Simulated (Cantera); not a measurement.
A Cantera script and its output.

```python
import numpy as np
import cantera as ct

gas = ct.Solution("h2o2.yaml")
gas.TPX = 398, 190000, {'H2': 1, 'O2': 0.658, 'N2': 2.47, 'H2O': 0.16}
flame = ct.FreeFlame(gas, width=0.026)
flame.set_refine_criteria(ratio=3, slope=0.08, curve=0.16)
flame.transport_model = "unity-Lewis-number"
flame.solve(loglevel=0, auto=True)
z, T = flame.grid, flame.T
thick = (T[-1] - T[0]) / np.gradient(T, z).max()
show = ['H2', 'O2', 'H2O', 'OH', 'HO2', 'O']
print(f"laminar burning velocity  {flame.velocity[0] * 100:.3f} cm/s")
print(f"burnt temperature         {T[-1]:.1f} K")
print(f"thermal thickness         {thick * 1e3:.4f} mm")
print(f"grid points               {len(z)}")
z0 = z[flame.heat_release_rate.argmax()]
print(f"{'z/mm':>9s}{'T/K':>9s}{'u/(m/s)':>9s}" + "".join(f"{s:>11s}" for s in show))
rows = []
for k in (-3, -2, -1.5, -1, -0.5, -0.25, 0, 0.25, 0.5, 1, 2, 4, 8):
    zz = z0 + k * thick
    rows.append([k * thick, np.interp(zz, z, T), np.interp(zz, z, flame.velocity),
                 *(np.interp(zz, z, flame.X[gas.species_index(s)]) for s in show)])
    print(f"{rows[-1][0] * 1e3:9.3f}{rows[-1][1]:9.1f}{rows[-1][2]:9.3f}" + "".join(f"{x:11.3e}" for x in rows[-1][3:]))
```

Result:

```
laminar burning velocity  188.720 cm/s
burnt temperature         2117.0 K
thermal thickness         0.1361 mm
grid points               110
     z/mm      T/K  u/(m/s)         H2         O2        H2O         OH        HO2          O
   -0.408    398.0    1.887  2.332e-01  1.535e-01  3.732e-02  3.356e-12  4.720e-08  5.144e-10
   -0.272    398.2    1.888  2.332e-01  1.534e-01  3.734e-02  4.746e-11  4.011e-07  5.287e-09
   -0.204    399.2    1.893  2.331e-01  1.534e-01  3.747e-02  5.200e-10  2.072e-06  3.049e-08
   -0.136    409.7    1.941  2.319e-01  1.528e-01  3.878e-02  3.951e-08  2.023e-05  3.861e-07
   -0.068    568.9    2.669  2.142e-01  1.441e-01  5.900e-02  3.136e-05  3.225e-04  2.730e-05
   -0.034    909.3    4.173  1.706e-01  1.232e-01  1.072e-01  6.938e-04  3.886e-04  4.776e-04
    0.000   1311.0    5.855  9.468e-02  8.764e-02  1.826e-01  3.558e-03  1.697e-04  3.652e-03
    0.034   1564.8    6.859  4.173e-02  6.046e-02  2.348e-01  8.803e-03  8.986e-05  7.681e-03
    0.068   1701.2    7.377  2.547e-02  5.067e-02  2.550e-01  1.166e-02  6.135e-05  8.307e-03
    0.136   1841.4    7.895  1.735e-02  4.579e-02  2.701e-01  1.258e-02  3.985e-05  6.295e-03
    0.272   1957.4    8.314  1.113e-02  4.317e-02  2.828e-01  1.135e-02  2.341e-05  3.732e-03
    0.544   2039.0    8.604  5.949e-03  4.162e-02  2.927e-01  8.930e-03  1.202e-05  1.870e-03
    1.088   2086.3    8.772  2.709e-03  4.103e-02  2.990e-01  6.318e-03  5.862e-06  8.295e-04
```

Cantera simulation using the H2/O2 subset of GRI-Mech 3.0, which has no nitrogen chemistry; the numbers are that mechanism's predictions, not measurements. Unity Lewis numbers drop preferential diffusion, which matters most where H2 and H carry the flame. Burning velocities carry a grid error of a few per cent, more on coarse grids.
